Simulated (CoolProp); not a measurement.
Computed with CoolProp (reference Helmholtz-energy equation of state, Schroeder 2014).

Give the vapour pressure (kPa), vapour density (kg/m³), liquid viscosity (µPa s), vapour viscosity (µPa s) of saturated ethanol at 373, 401.7 K.


```
T (K)  p (kPa)  vapour density (kg/m³)  liquid viscosity (µPa s)  vapour viscosity (µPa s)
-----  -------  ----------------------  ------------------------  ------------------------
373        223                    3.50                       325                      11.0
401.7      550                    8.41                       223                      11.9
```

Viscosity comes from a separate model (Kiselev 2005).
